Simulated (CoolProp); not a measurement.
Aqueous ethanol as a coolant, at -19 °C, 1 atm.

Model: Melinder's fits for secondary coolants, in CoolProp.

```
mass %  freezing point (°C)  Prandtl number  conductivity (W/(m K))  viscosity (mPa s)  density (kg/m³)
------  -------------------  --------------  ----------------------  -----------------  ---------------
32                    -22.1               ?                   0.377               23.7            971.1
36.1                  -26.0             253                   0.360               23.6                ?
40.2                  -29.7             246                   0.343               22.8            961.4
44.3                      ?               ?                   0.328               21.3                ?
48.4                      ?             215                   0.313               19.5            947.4
```

Q: Complete the blanks.

A: 
- 32, Prandtl number: 251
- 36.1, density (kg/m³): 966.8
- 44.3, freezing point (°C): -33.2
- 44.3, Prandtl number: 233
- 44.3, density (kg/m³): 954.9
- 48.4, freezing point (°C): -36.4
